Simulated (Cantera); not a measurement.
## Thermodynamics of hydrogen reduction and annealing atmospheres, feed Al2O3 + H2 + N2

Feed: 1 mol Al2O3, a varied amount of H2, 8.4 mol N2, held at 1150 K and 13.3 mbar.

Method: chemical equilibrium by Gibbs-energy minimisation in Cantera with the NASA 1993 tables (ideal gas, pure condensed phases). Candidate condensed phases: Al, AlN, Al2O3, H2O; 35 gas species. Rates play no part.

From 0.36 mol H2 to 2600 mol H2 the condensed part is Al2O3(s).

| n(H2) (mol) | x H2 | x N2 | x NH3 | x H | x H2O | n Al2O3(s) |
|---|---|---|---|---|---|---|
| 0.36 | 0.0411 | 0.959 | 2.65e-8 | 1.31e-7 | 2.36e-8 | 1.00 |
| 0.81 | 0.0879 | 0.912 | 8.10e-8 | 1.92e-7 | 4.96e-8 | 1.00 |
| 1.8 | 0.176 | 0.824 | 2.19e-7 | 2.71e-7 | 9.61e-8 | 1.00 |
| 4.1 | 0.328 | 0.672 | 5.01e-7 | 3.70e-7 | 1.67e-7 | 1.000 |
| 9.1 | 0.520 | 0.480 | 8.45e-7 | 4.66e-7 | 2.37e-7 | 1.000 |
| 21 | 0.714 | 0.286 | 1.05e-6 | 5.46e-7 | 2.73e-7 | 1.000 |
| 46 | 0.846 | 0.154 | 9.93e-7 | 5.94e-7 | 2.64e-7 | 1.000 |
| 100 | 0.923 | 0.0775 | 8.02e-7 | 6.21e-7 | 2.29e-7 | 1.000 |
| 230 | 0.965 | 0.0352 | 5.78e-7 | 6.35e-7 | 1.84e-7 | 1.000 |
| 520 | 0.984 | 0.0159 | 4.00e-7 | 6.41e-7 | 1.44e-7 | 1.000 |
| 1200 | 0.993 | 0.00695 | 2.68e-7 | 6.44e-7 | 1.10e-7 | 1.000 |
| 2600 | 0.997 | 0.00322 | 1.84e-7 | 6.45e-7 | 8.56e-8 | 1.000 |
x: gas mole fraction; n: condensed amount in mol.
